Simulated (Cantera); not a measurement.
A closed system holds: 1 mol n-butane, 0.062 mol H2O, equilibrated at 0.0280 bar.

Equilibrium computed with Cantera from the NASA thermochemical tables; the gas is ideal and each condensed phase is pure. Candidate condensed phases: C, C6H6, C7H8, C8H18, H2O; 110 gas species. The numbers say what is thermodynamically allowed, not how fast it happens.

x: gas mole fraction; n: condensed amount in mol.

```tsv
T (K)	x H2	x H	x CO	x C2H2 (acetylene)	n C(graphite)
1223	0.988	1.79e-6	0.0121	(withheld)	3.94
1323	0.988	9.42e-6	0.0121	(withheld)	3.94
1423	0.988	3.95e-5	0.0121	(withheld)	3.94
1523	0.988	0.000137	0.0121	(withheld)	3.94
1623	0.987	0.000410	0.0121	(withheld)	3.94
1723	0.987	0.00108	0.0121	(withheld)	3.94
1823	0.985	0.00257	0.0121	(withheld)	3.94
1923	0.982	0.00558	0.0121	(withheld)	3.93
2023	0.976	0.0112	0.0120	(withheld)	3.93
2123	0.965	0.0211	0.0120	(withheld)	3.92
```

Problem. Fill in the missing entries.

Solution. 
- 1223, x C2H2 (acetylene): 1.55e-7
- 1323, x C2H2 (acetylene): 8.15e-7
- 1423, x C2H2 (acetylene): 3.39e-6
- 1523, x C2H2 (acetylene): 1.17e-5
- 1623, x C2H2 (acetylene): 3.44e-5
- 1723, x C2H2 (acetylene): 8.93e-5
- 1823, x C2H2 (acetylene): 0.000208
- 1923, x C2H2 (acetylene): 0.000443
- 2023, x C2H2 (acetylene): 0.000872
- 2123, x C2H2 (acetylene): 0.00160
